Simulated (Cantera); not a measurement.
## Equilibrium for fluorocarbon and chlorocarbon gases: CH₂F₂ + H₂

Feed: 1 mol CH₂F₂, 7.7 mol H₂.

These are equilibrium values from Cantera (NASA tables, ideal gas, pure condensed phases), not measurements of a reactor. Candidate condensed phases: C, C₆H₆, C₇H₈, C₈H₁₈; 95 gas species. Equilibrium is a limit: real reactors are often held back by kinetics, nucleation or transport.

Stable condensed phases:

```
T in K \ P in Pa
              1    3.6     13     46    170    600   2200   7700  28000 100000
   2523       A      A      B      B      B      B      B      B      B      B
   2473       A      B      B      B      B      B      B      B      B      B
   2423       B      B      B      B      B      B      B      B      B      B
   2373       B      B      B      B      B      B      B      B      B      B
   2323       B      B      B      B      B      B      B      B      B      B
   2273       B      B      B      B      B      B      B      B      B      B
   2223       B      B      B      B      B      B      B      B      B      B
   2173       B      B      B      B      B      B      B      B      B      B
   2123       B      B      B      B      B      B      B      B      B      B
   2073       B      B      B      B      B      B      B      B      B      B
   2023       B      B      B      B      B      B      B      B      B      B
```

A: gas only; B: C.
